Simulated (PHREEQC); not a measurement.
# City or well water: speciation

Synthetic water in mg/kgw, 20 °C, pH 7.7, pe -1.7: Na 9.4; K 3.53; Ca 19.7; Mg 2.39; Cl 30.5; S(6) as SO4 14; Alkalinity as HCO3 34.3; Zn 0.219; Sr 0.132; Fe(2) 1.6; Br 0.117; B 0.00246; Li 0.0558.

Valence states are taken as typed.

Model: ion-association model, wateq4f.dat, run in PHREEQC.

Precipitation was switched off in this run.

Question: What charge-balance error does the model give?

Answer: charge-balance error 1.1 %.

Question: In which forms is C present?

Answer: HCO3- 94 %, CO2 4.3 % of the C.

Examples of supersaturated solids here: Siderite. Others may be too. Complexes and solids missing from the database can't appear. The database's zinc carbonate complexes are estimates, stronger than later reviews accept.
